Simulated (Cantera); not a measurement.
A perfectly stirred reactor is fed with CH3OH : O2 : N2 = 0.017 : 0.01 : 1 (molar parts), equivalence ratio 2.6, at 900 Torr; it is held at 1475 K, and followed from long to short residence time.

Model: GRI-Mech 3.0 (53 species, 325 reactions), integrated in Cantera. GRI-Mech 3.0 was tuned for natural gas; its chemistry of methanol as a main component is partial and can be far from experiment.

One state of this run: x CH3OH = 1.63e-5; x O2 = 0.000261; x CO2 = 0.00316; x C2H2 = 8.08e-6; x NO = 2.04e-6; x HO2 = 1.61e-7. x: mole fraction; the columns are a selection and need not sum to one.

Problem. Which value of τ (s) does it belong to?
(A) 0.12
(B) 0.00097
(C) 0.017
(D) 0.81

Solution. C, 0.017
